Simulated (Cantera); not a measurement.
What does this Cantera script print?

```python
import numpy as np
import cantera as ct

gas_names = """
    H HNO HNO2 HNO3 HO2 H2 H2O H2O2 N NH NH2 NH3 NH2OH NO NO2 NO3 N2 N2H2 N2H4 N2O O OH O2 O3 V VN VO
    VO2
""".split()
cond_names = """
    H2O(s) H2O(L) V(cr) V(L) VN(s) VO(s) VO(L) V2O3(s) V2O3(L) V2O4(I) V2O4(II) V2O4(L) V2O5(s) V2O5(L)
""".split()


# ... load() reads the species with a 1 bar reference pressure and builds the phases ...
atoms = {
    'V2O5': {'V': 2, 'O': 5},
    'H2': {'H': 2},
    'N2': {'N': 2},
}
top_T = {'VN(s)': 2300}  # K; cautious upper limits of use, not melting points


# ... equilibrate(T, P, feed) seeds the gas with the atoms and calls Mixture.equilibrate('TP', solver="vcs", rtol=1e-11, max_steps=5000) ...
results = []
T = 1875  # K
P = 26  # Pa
for m in [3.7, 6.2, 8.6, 11, 14, 16, 19, 21, 24, 26, 29, 31]:
    feed = {'V2O5': 1, 'H2': 0.7, 'N2': m}  # mol
    mix = equilibrate(T, P, feed)
    results.append((T, P, feed, dict(zip(mix.species_names, mix.species_moles))))
    x = sorted(zip(gas.X, gas.species_names), reverse=True)
    print(f"T = {T:g} K  P = {P:g} Pa  n(N2) = {m:g} mol  gas = {mix.phase_moles(0):.4g} mol")
    print("   x: " + "  ".join(f"{s} {v:.3e}" for v, s in x if v > 0.0001))
    print("   condensed (mol): " + ("  ".join(f"{mix.phase(i).name} {mix.phase_moles(i):.4g}"
          for i in range(1, mix.n_phases) if mix.phase_moles(i) > 1e-12) or "none"))
```

It prints:

```
T = 1875 K  P = 26 Pa  n(N2) = 3.7 mol  gas = 6.29 mol
   x: N2 5.873e-01  VO2 2.543e-01  H2O 1.038e-01  O2 3.828e-02  OH 5.588e-03  H2 3.468e-03  O 2.919e-03  H 2.394e-03  NO 1.956e-03
   condensed (mol): V2O3(s) 0.2003
T = 1875 K  P = 26 Pa  n(N2) = 6.2 mol  gas = 9.037 mol
   x: N2 6.853e-01  VO2 2.120e-01  H2O 7.094e-02  O2 1.851e-02  OH 3.852e-03  H2 3.407e-03  H 2.373e-03  O 2.030e-03  NO 1.470e-03
   condensed (mol): V2O3(s) 0.04179
T = 1875 K  P = 26 Pa  n(N2) = 8.6 mol  gas = 11.51 mol
   x: N2 7.467e-01  VO2 1.738e-01  H2O 5.498e-02  O2 1.294e-02  H2 3.159e-03  OH 3.100e-03  H 2.285e-03  O 1.697e-03  NO 1.282e-03
   condensed (mol): none
T = 1875 K  P = 26 Pa  n(N2) = 11 mol  gas = 13.91 mol
   x: N2 7.900e-01  VO2 1.437e-01  H2O 4.505e-02  O2 1.072e-02  H2 2.844e-03  OH 2.677e-03  H 2.168e-03  O 1.544e-03  NO 1.201e-03
   condensed (mol): none
T = 1875 K  P = 26 Pa  n(N2) = 14 mol  gas = 16.92 mol
   x: N2 8.269e-01  VO2 1.182e-01  H2O 3.665e-02  O2 8.831e-03  H2 2.548e-03  OH 2.301e-03  H 2.052e-03  O 1.402e-03  NO 1.115e-03
   condensed (mol): none
T = 1875 K  P = 26 Pa  n(N2) = 16 mol  gas = 18.92 mol
   x: N2 8.450e-01  VO2 1.057e-01  H2O 3.255e-02  O2 7.907e-03  H2 2.392e-03  OH 2.109e-03  H 1.988e-03  O 1.327e-03  NO 1.066e-03
   condensed (mol): none
T = 1875 K  P = 26 Pa  n(N2) = 19 mol  gas = 21.93 mol
   x: N2 8.659e-01  VO2 9.118e-02  H2O 2.783e-02  O2 6.838e-03  H2 2.199e-03  H 1.906e-03  OH 1.881e-03  O 1.234e-03  NO 1.004e-03
   condensed (mol): none
T = 1875 K  P = 26 Pa  n(N2) = 21 mol  gas = 23.93 mol
   x: N2 8.770e-01  VO2 8.355e-02  H2O 2.535e-02  O2 6.274e-03  H2 2.091e-03  H 1.859e-03  OH 1.757e-03  O 1.182e-03  NO 9.678e-04
   condensed (mol): none
T = 1875 K  P = 26 Pa  n(N2) = 24 mol  gas = 26.94 mol
   x: N2 8.905e-01  VO2 7.422e-02  H2O 2.233e-02  O2 5.585e-03  H2 1.953e-03  H 1.796e-03  OH 1.602e-03  O 1.115e-03  NO 9.201e-04
   condensed (mol): none
T = 1875 K  P = 26 Pa  n(N2) = 26 mol  gas = 28.94 mol
   x: N2 8.979e-01  VO2 6.909e-02  H2O 2.068e-02  O2 5.205e-03  H2 1.873e-03  H 1.759e-03  OH 1.514e-03  O 1.076e-03  NO 8.920e-04
   condensed (mol): none
T = 1875 K  P = 26 Pa  n(N2) = 29 mol  gas = 31.95 mol
   x: N2 9.073e-01  VO2 6.259e-02  H2O 1.859e-02  O2 4.724e-03  H2 1.767e-03  H 1.709e-03  OH 1.401e-03  O 1.025e-03  NO 8.542e-04
   condensed (mol): none
T = 1875 K  P = 26 Pa  n(N2) = 31 mol  gas = 33.95 mol
   x: N2 9.127e-01  VO2 5.889e-02  H2O 1.741e-02  O2 4.451e-03  H2 1.705e-03  H 1.679e-03  OH 1.336e-03  O 9.953e-04  NO 8.316e-04
   condensed (mol): none
```

Equilibrium computed with Cantera from the NASA thermochemical tables; the gas is ideal and each condensed phase is pure. Condensed phases not in the tables: the oxides between V2O3 and V2O5 other than VO2.
